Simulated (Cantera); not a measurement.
A perfectly stirred reactor is fed with 14.1 % CH₄, 0.803 % CO, 17.9 % O₂, 67.2 % N₂, equivalence ratio 1.6, at 69000 Pa; it is adiabatic with a 375 K inlet, and is followed from long to short residence time, starting on the burning branch (τ in s: 0.065, 0.025, 0.0098, 0.0038, 0.0015, 0.00058, 0.00022, 8.7e-05, 3.4e-05, 1.3e-05).

Model: GRI-Mech 3.0 (53 species, 325 reactions), integrated in Cantera.

Question: Predict: blow-out, bracketed by the residence times tried; x(CH₄) at τ = 65.0 ms; x(CO) at τ = 65.0 ms; x(O₂) at τ = 65.0 ms; x(NO) at τ = 65.0 ms; x(H) at τ = 65.0 ms; x(CH₄) at τ = 0.580 ms; x(CO) at τ = 0.580 ms; x(O₂) at τ = 0.580 ms.

Answer: 
```
Item                                                                            Value
------------------------------------------------  -----------------------------------
blow-out, bracketed by the residence times tried  burning at 1.50 ms, out at 0.580 ms
x(CH₄) at τ = 65.0 ms                                                         0.00260
x(CO) at τ = 65.0 ms                                                           0.0900
x(O₂) at τ = 65.0 ms                                                         0.000518
x(NO) at τ = 65.0 ms                                                          3.63e-5
x(H) at τ = 65.0 ms                                                          0.000568
x(CH₄) at τ = 0.580 ms                                                          0.141
x(CO) at τ = 0.580 ms                                                         0.00803
x(O₂) at τ = 0.580 ms                                                           0.179
```
